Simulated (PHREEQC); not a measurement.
Make-up at 90 °C: 2.1 mmol/kgw HF and 170 mmol/kgw NH4HF2. Closed to the air; pH follows from the charge balance.

Model: ion-association model, wateq4f.dat, run in PHREEQC.

```json
[
 {"quantity": "pH", "before": "3.58", "after": "2.79"},
 {"quantity": "ionic strength (mol/kgw)", "before": "0.170", "after": "0.172"},
 {"quantity": "F- (mol/kgw)", "before": "0.115", "after": "0.00425"},
 {"quantity": "HF (mol/kgw)", "before": "0.112", "after": "0.0250"},
 {"quantity": "HF2- (mol/kgw)", "before": "0.0552", "after": "0.000458"},
 {"quantity": "H2F2 (mol/kgw)", "before": "0.00251", "after": "0.000126"}
]
```

Q: Which change was made?
A) NH4HF2 replaced by AgF at the same molality
B) HF from 0.0021 to 0.00189 mol/kgw
C) diluted 2-fold with water
D) NH4HF2 replaced by NaBF4 at the same molality

A: D, NH4HF2 replaced by NaBF4 at the same molality

Precipitation was switched off in this run. Away from 25 °C the constants follow the database's enthalpies or fits; those with neither stay at their 25 °C values. Real BF4- forms and hydrolyses slowly; the run takes it at equilibrium.
